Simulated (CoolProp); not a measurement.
A closed Brayton cycle with dry air: compressor inlet 310.15 K and 1.1 MPa, high pressure 3.69 MPa, turbine inlet 955 K, compressor efficiency 0.8, turbine efficiency 0.9, recuperator effectiveness 0.8 (on enthalpy, no pinch check). Each further row changes one setting.

Computed with CoolProp (reference Helmholtz-energy equation of state, Lemmon 2000). It is a pseudo-pure fit of the blend.

```
case                           thermal efficiency (%)  net work (kJ/kg)  compressor to turbine work  compressor exit (K)  turbine exit (K)
-----------------------------  ----------------------  ----------------  --------------------------  -------------------  ----------------
as stated                                        30.9              96.8                        0.63                469.7             723.2
turbine inlet 905 K                              28.5              83.0                        0.66                469.7             683.6
compressor inlet 320.15 K                        29.5              91.5                        0.65                484.5             723.2
high pressure 3.14 MPa                           31.2              91.8                        0.60                445.3             750.6
recuperator effectiveness 0.5                    24.6              96.8                        0.63                469.7             723.2
```
